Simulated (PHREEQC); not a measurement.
Consider water at 25 °C with 0.0073 mol/kgw HCl and 0.012 mol/kgw NiSO4. Closed to the air; pH follows from the charge balance.

Computed with PHREEQC (ion-association model, wateq4f.dat).

```json
[
 {"quantity": "pH", "before": "2.33", "after": "2.67"},
 {"quantity": "ionic strength (mol/kgw)", "before": "0.0395", "after": "0.255"},
 {"quantity": "SO4-2 (mol/kgw)", "before": "0.00713", "after": "0.0596"},
 {"quantity": "HSO4- (mol/kgw)", "before": "0.00191", "after": "0.00461"}
]
```

Problem. Name the change that produced these shifts.
A) diluted 5-fold with water
B) NiSO4 from 0.012 to 0.12 mol/kgw
C) NiSO4 replaced by Rb2SO4 at the same molality
D) temperature from 25 to 75 °C
E) diluted 10-fold with water

Solution. B, NiSO4 from 0.012 to 0.12 mol/kgw

No solid was allowed to form.
